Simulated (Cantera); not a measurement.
A closed system holds: 1 mol SiCl4, 0.27 mol O2, 190 mol N2, at 1175 K and 30.0 mbar.

Method: chemical equilibrium by Gibbs-energy minimisation in Cantera with the NASA 1993 tables (ideal gas, pure condensed phases). Candidate condensed phases: Si, SiO2, Si2N2O, Si3N4; 23 gas species. The tables hold silica as quartz up to 1696 K and as liquid above; real silica turns to tridymite and cristobalite and melts near 1996 K. Rates play no part.

Base state: N2 0.993, SiCl4 0.00381, Cl2 0.00232, Cl 0.00101 (mole fractions); condensed: SiO2(β-quartz).

Question: What changes in the equilibrium state with this change: pressure from 30.0 mbar to 13.3 mbar?

Answer: 
| species | before | after |
|---|---|---|
| N2 | 0.993 | 0.993 |
| SiCl4 | 0.00381 | 0.00381 |
| Cl2 | 0.00232 | 0.00210 |
| Cl | 0.00101 | 0.00144 |
| SiO2(β-quartz), mol | 0.270 | 0.270 |

Question: What changes in the equilibrium state with this change: SiCl4 replaced by TEOS?

Answer: 
| species | before | after |
|---|---|---|
| N2 | 0.993 | 0.931 |
| H2 | 0 | 0.0491 |
| CO | 0 | 0.0198 |
| SiCl4 | 0.00381 | 0 |
| Cl2 | 0.00232 | 0 |
| Cl | 0.00101 | 0 |
| SiO2(β-quartz), mol | 0.270 | 0 |
| C(graphite), mol | 0 | 3.96 |
| Si2N2O(s), mol | 0 | 0.500 |
The feed counts by its element totals alone. N2 is the only nitrogen source here; it is nearly inert below about 1500 K, so the nitride shown seldom forms there in practice. Further candidate phases: C, C6H6, C7H8, C8H18, H2O, SiC.
